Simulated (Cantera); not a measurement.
An isothermal, constant-pressure homogeneous reactor starts with CH₄ : H₂ = 1 : 19 (molar parts), at 1725 K and 0.0160 bar.

Model: GRI-Mech 3.0 (53 species, 325 reactions), integrated in Cantera. GRI-Mech 3.0 stops at C3 and has no aromatics, soot or wall deposition, so with more carbon than oxygen in the feed, carbon stays in small species such as C2H2 where larger ones or solid carbon would form. Radical loss at walls, strong at low pressure, is not modelled.

x: mole fraction; the columns are a selection and need not sum to one.

```tsv
t (s)	x CH₄	x H₂	x C₂H₂	x CH₂	x CH₃
1.00e-5	0.0500	0.950	<1e-12	<1e-12	2.46e-7
2.46e-5	0.0500	0.950	<1e-12	<1e-12	6.11e-7
6.06e-5	0.0500	0.950	<1e-12	1.12e-12	1.52e-6
0.000149	0.0500	0.950	<1e-12	9.72e-12	3.75e-6
0.000367	0.0500	0.950	1.67e-12	7.43e-11	9.26e-6
0.000904	0.0500	0.950	7.23e-11	5.00e-10	2.28e-5
0.00223	0.0499	0.950	3.19e-9	?	5.61e-5
0.00548	0.0499	0.950	1.56e-7	?	0.000138
0.0135	0.0496	0.950	7.99e-6	?	0.000334
0.0332	0.0484	0.950	0.000269	?	0.000723
0.0817	0.0434	0.952	0.00248	?	0.000943
0.201	0.0331	0.957	0.00757	?	0.000767
0.495	0.0200	0.964	0.0140	?	0.000498
1.22	0.00940	0.970	0.0192	?	0.000255
3.00	0.00376	0.973	0.0219	?	0.000109
```

Problem. What belongs in the gaps?

Solution. 
- 0.00223, x CH₂: 3.14e-9
- 0.00548, x CH₂: 1.89e-8
- 0.0135, x CH₂: 1.08e-7
- 0.0332, x CH₂: 4.77e-7
- 0.0817, x CH₂: 8.63e-7
- 0.201, x CH₂: 7.75e-7
- 0.495, x CH₂: 5.71e-7
- 1.22, x CH₂: 3.38e-7
- 3.00, x CH₂: 1.60e-7
